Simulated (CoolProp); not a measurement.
Vapour-liquid equilibrium of propane (1) + R114 (2) at 303.8 K; x and y are mole fractions of (1).

The numbers come from the multi-fluid Helmholtz-energy mixture model, Lemmon 2009 and Platzer 1990; pair parameters Bell 2016 in CoolProp. This equation is an older, rougher fit; its heat capacities, sound speeds and derivatives of the liquid may be far off and weren't checked against measurements.

| x | bubble pressure (MPa) | y at the bubble point | dew pressure at overall composition x (MPa) | liquid density (mol/L) |
|---|---|---|---|---|
| 0.05 | 0.3132 | 0.207 | 0.2680 | 8.504 |
| 0.15 | 0.4182 | 0.446 | 0.2952 | 8.703 |
| 0.25 | 0.5130 | 0.583 | 0.3282 | 8.910 |
| 0.35 | 0.5995 | 0.675 | 0.3690 | 9.128 |
| 0.45 | 0.6801 | 0.744 | 0.4204 | 9.358 |
| 0.55 | 0.7566 | 0.800 | 0.4866 | 9.602 |
| 0.65 | 0.8310 | 0.848 | 0.5735 | 9.863 |
| 0.75 | 0.9049 | 0.892 | 0.6880 | 10.14 |
| 0.85 | 0.9798 | 0.935 | 0.8343 | 10.45 |
| 0.95 | 1.057 | 0.978 | 1.006 | 10.78 |

No azeotrope shows between x = 0.05 and 0.95.

The pair parameters rest on a limited set of measurements; away from them the model extrapolates.
